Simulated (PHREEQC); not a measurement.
Make-up at 25 °C: 0.14 mol Al2(SO4)3 per kg of water. Closed to the air; pH follows from the charge balance.

Equilibrium calculation in PHREEQC: ion-association model, phreeqc.dat.

```
quantity                    before     after
------------------------  --------  --------
pH                            3.80      3.94
ionic strength (mol/kgw)     0.374     0.100
SO4-2 (mol/kgw)             0.0727    0.0235
HSO4- (mol/kgw)           0.000351  0.000124
```

### Question
Which change was made?
A) Al2(SO4)3 replaced by MnSO4 at the same molality
B) Al2(SO4)3 from 0.14 to 0.154 mol/kgw
C) Al2(SO4)3 from 0.14 to 0.028 mol/kgw
D) Al2(SO4)3 from 0.14 to 0.07 mol/kgw
E) temperature from 25 to 10 °C

### Answer
C, Al2(SO4)3 from 0.14 to 0.028 mol/kgw

No solid was allowed to form. Some of these states are supersaturated (in Gibbsite (slow to form), for instance).
